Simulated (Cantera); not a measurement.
Input: 1 mol SiC, 0.017 mol CO2, 340 mol H2, held at 1950 °C.

These are equilibrium values from Cantera (NASA tables, ideal gas, pure condensed phases), not measurements of a reactor. Candidate condensed phases: C, C6H6, C7H8, C8H18, H2O, Si, SiC, SiO2; 123 gas species. Gases not in the tables: Si2H6 and higher silanes. Kinetics and transport are ignored.

Which condensed phases are stable at each of these points (P (Pa)): 0.100, 1.50, 22, 320, 4600, 68000, 1000000?


```csv
P (Pa),condensed phases,Si condensed (%)
0.100,gas only,0.0
1.50,gas only,0.0
22,gas only,0.0
320,gas only,0.0
4600,SiC(s),15.7
68000,SiC(s),80.7
1000000,SiC(s),84.8
```

From 0.100 Pa to 320 Pa nothing is condensed. From 4600 Pa to 1000000 Pa the condensed part is SiC(s).
